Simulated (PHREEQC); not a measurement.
0.011 g of hydrous ferric oxide (600 m²/g; 0.2 weak and 0.005 strong sites per Fe, Dzombak-Morel constants, diffuse double layer) in 1 kg of water with 0.3 mol/kgw of an inert sodium salt, at 25 °C; the pH is set by adding NaOH or the inert anion's acid. Oxygen is held at 0.21 atm. No CO2 enters from the air. Nothing may precipitate in this run.

Base run: PHREEQC, ion-association model, wateq4f.dat. Each further column changes one thing. The table gives surface charge σ (C/m²).

```
pH     base  background salt from 0.3 to 0.03 mol/kgw  oxide from 0.011 to 0.055 g/kgw  9.6e-05 mol/kgw PbCl2 added
---  ------  ----------------------------------------  -------------------------------  ---------------------------
3     0.368                                     0.350                            0.368                        0.368
4     0.349                                       [?]                            0.349                        0.349
5.5   0.210                                     0.111                            0.210                        0.224
6.5   0.106                                     0.047                            0.106                        0.237
7.5   0.034                                     0.014                            0.034                          [?]
8.5  -0.021                                    -0.008                           -0.021                          [?]
10   -0.132                                    -0.062                           -0.132                          [?]
11   -0.244                                    -0.137                           -0.244                       -0.008
```

Task: Some entries are withheld; supply them.

Result: 
- 4, background salt from 0.3 to 0.03 mol/kgw: 0.270
- 7.5, 9.6e-05 mol/kgw PbCl2 added: 0.260
- 8.5, 9.6e-05 mol/kgw PbCl2 added: 0.216
- 10, 9.6e-05 mol/kgw PbCl2 added: 0.079

The oxide is taken as insoluble; below pH 4 it would dissolve. In at least one series the solution becomes supersaturated in solids that the run did not let form, among them Litharge.
